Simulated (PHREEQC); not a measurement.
Make-up at 20 °C: 0.018 mol CaCl2, 0.00095 mol NaF and 0.000445 mol H4SiO4 per kg of water. Closed to the air; pH follows from the charge balance.

All values are PHREEQC results (ion-association model, phreeqc.dat), not measurements.

```yaml
pH: 6.72
ionic_strength: 0.0549 mol/kgw
specific_conductance: 3620 µS/cm
density: 1.000 g/cm³
```

```tsv
species	molality	activity	log γ
Cl-	0.0360	0.0291	-0.092
Ca+2	0.0180	0.00835	-0.334
Na+	0.000950	0.000780	-0.086
F-	0.000950	0.000766	-0.093
H4SiO4	0.000445	0.000450	0.005
H3SiO4-	3.63e-7	2.95e-7	-0.091
NaF	3.39e-7	3.43e-7	0.005
H+	2.21e-7	1.88e-7	-0.070
HF	1.95e-7	1.98e-7	0.005
OH-	4.51e-8	3.63e-8	-0.093
CaOH+	9.00e-9	7.35e-9	-0.088
```

Precipitation was switched off in this run. Examples of supersaturated solids here: Fluorite, Quartz (slow to form). Others may be too. Complexes and solids missing from the database can't appear. SiF6-2 is the database's only silicon fluoride.
